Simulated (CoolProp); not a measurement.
Vapour-liquid equilibrium of fluoroethane (R161) (1) + R227EA (2) at 0.211 MPa; x and y are mole fractions of (1).

The numbers come from the multi-fluid Helmholtz-energy mixture model, Wu 2012 and Lemmon 2016; pair parameters Bell 2016 in CoolProp.

| x | bubble temperature, mixture model (K) | bubble temperature, Raoult's law (K) | y, mixture model | y, Raoult's law |
|---|---|---|---|---|
| 0.05 | 275.0 | 273.6 | 0.058 | 0.105 |
| 0.125 | 274.4 | 271.3 | 0.162 | 0.244 |
| 0.2 | 273.2 | 269.2 | 0.278 | 0.363 |
| 0.275 | 271.7 | 267.2 | 0.397 | 0.466 |
| 0.35 | 269.7 | 265.3 | 0.512 | 0.555 |
| 0.425 | 267.6 | 263.6 | 0.615 | 0.633 |
| 0.5 | 265.3 | 261.9 | 0.704 | 0.702 |
| 0.575 | 263.1 | 260.4 | 0.778 | 0.763 |
| 0.65 | 261.0 | 258.9 | 0.838 | 0.816 |
| 0.725 | 259.0 | 257.5 | 0.886 | 0.864 |
| 0.8 | 257.2 | 256.1 | 0.926 | 0.907 |
| 0.875 | 255.5 | 254.9 | 0.958 | 0.945 |
| 0.95 | 253.9 | 253.7 | 0.984 | 0.979 |

The largest gap from Raoult's law is +4.5 K in bubble temperature, at x = 0.275. No azeotrope shows between x = 0.05 and 0.95.

The pair parameters rest on a limited set of measurements; away from them the model extrapolates.
